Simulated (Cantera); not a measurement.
A perfectly stirred reactor is fed with H₂ : O₂ = 0.012 : 1 (molar parts), equivalence ratio 0.0060, at 0.00720 bar; it is held at 1025 K, and followed from long to short residence time.

Detailed kinetics in Cantera: GRI-Mech 3.0 (53 species, 325 reactions). Radical loss at walls, strong at low pressure, is not modelled.

### Question
What does this change do: pressure from 0.00720 bar to 0.0267 bar?

### Answer
```tsv
quantity	before	after
x(H₂) at τ = 0.640 s	0.000215	0.000168
x(O₂) at τ = 0.640 s	0.985	0.987
x(H₂O) at τ = 0.640 s	0.0114	0.0117
x(O) at τ = 0.640 s	0.00274	0.000588
x(H₂O₂) at τ = 0.640 s	1.96e-8	5.78e-8
x(H₂) at τ = 36.0 ms	0.00143	0.000826
x(O₂) at τ = 36.0 ms	0.981	0.985
x(H₂O) at τ = 36.0 ms	0.00941	0.0107
x(O) at τ = 36.0 ms	0.00571	0.00240
x(H₂O₂) at τ = 36.0 ms	4.87e-8	1.36e-7
```

### Question
What does this change do: O2 1 to 0.12 parts?

### Answer
```
quantity                  before     after
----------------------  --------  --------
x(H₂) at τ = 0.640 s    0.000215  0.000984
x(O₂) at τ = 0.640 s       0.985     0.899
x(H₂O) at τ = 0.640 s     0.0114    0.0927
x(O) at τ = 0.640 s      0.00274   0.00459
x(H₂O₂) at τ = 0.640 s   1.96e-8   1.10e-7
x(H₂) at τ = 36.0 ms     0.00143   0.00525
x(O₂) at τ = 36.0 ms       0.981     0.880
x(H₂O) at τ = 36.0 ms    0.00941    0.0801
x(O) at τ = 36.0 ms      0.00571    0.0186
x(H₂O₂) at τ = 36.0 ms   4.87e-8   1.28e-7
```
The temperature is held fixed by assumption; the heat of reaction is taken as removed at once.
